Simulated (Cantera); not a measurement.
Input: 1 mol SiCl₄, 12 mol N₂, 0.084 mol HCl, held at 973.15 K and 0.100 bar.

Equilibrium computed with Cantera from the NASA thermochemical tables; the gas is ideal and each condensed phase is pure. Candidate condensed phases: NH₄Cl, Si, Si₃N₄; 28 gas species. Kinetics and transport are ignored.

Question: What is the equilibrium state?

Answer: 
* **x(N₂)**: 0.917
* **x(SiCl₄)**: 0.0764
* **x(HCl)**: 0.00642
* **gas amount**: 13.08 mol
* **log10 activity of Si(s) (absent)**: -14.29
